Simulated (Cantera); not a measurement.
A closed system holds: 1 mol Si, 21 mol HCl, 5.2 mol H2, 0.82 mol Cl2, equilibrated at 1377 °C and 1.00 bar.

Method: chemical equilibrium by Gibbs-energy minimisation in Cantera with the NASA 1993 tables (ideal gas, pure condensed phases). Candidate condensed phases: Si; 19 gas species. The tables' values for SiCl3 are old estimates; treat these amounts as uncertain. Rates play no part.

Base state: HCl 0.728, H2 0.234, SiCl4 0.0249, SiCl3 0.00724, SiCl2 0.00462, SiHCl3 0.00134, Cl 0.000107, H 4.39e-5 (mole fractions); condensed: gas only.

Q: What changes in the equilibrium state with this change: pressure from 1.00 bar to 2.80 mbar?

A: 
```
species    before     after
-------  --------  --------
HCl         0.728     0.758
H2          0.234     0.202
SiCl2     0.00462    0.0333
SiCl4      0.0249  0.000628
SiH2Cl2   1.23e-5   2.15e-7
SiHCl3    0.00134   2.81e-5
Cl       0.000107   0.00227
H         4.39e-5  0.000772
```

Q: What changes in the equilibrium state with this change: pressure from 1.00 bar to 0.133 bar?

A: 
```tsv
species	before	after
HCl	0.728	0.742
H2	0.234	0.220
SiCl2	0.00462	0.0155
SiCl4	0.0249	0.0123
Cl	0.000107	0.000309
H	4.39e-5	0.000117
SiH2Cl2	1.23e-5	5.17e-6
```
